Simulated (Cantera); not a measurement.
A closed system holds: 1 mol B, 15 mol H₂O, 85 mol N₂, at 100 Torr.

These are equilibrium values from Cantera (NASA tables, ideal gas, pure condensed phases), not measurements of a reactor. Candidate condensed phases: B, BN, B₂O₃, B₃O₃H₃, H₂O; 39 gas species. Equilibrium is a limit: real reactors are often held back by kinetics, nucleation or transport. All values below are at 1775 K.

Base state: N₂ 0.846, H₂O 0.129, H₂ 0.0149, HBO₂ 0.00984, H 9.68e-5, B₂O₃ 5.24e-5, OH 5.23e-5 (mole fractions); condensed: gas only.

**Question.** What changes in the equilibrium state with this change: H₂O from 15 to 0.12 mol?

**Answer.** 
| species | before | after |
|---|---|---|
| N₂ | 0.846 | 0.998 |
| H₂ | 0.0149 | 0.00128 |
| B₂O₃ | 5.24e-5 | 0.000281 |
| H₂O | 0.129 | 1.13e-6 |
| B₂O₂ | 1.82e-9 | 9.55e-5 |
| OH | 5.23e-5 | 1.57e-9 |
| BO | 3.11e-7 | 7.11e-5 |
| BN(s), mol | 0 | 0.910 |
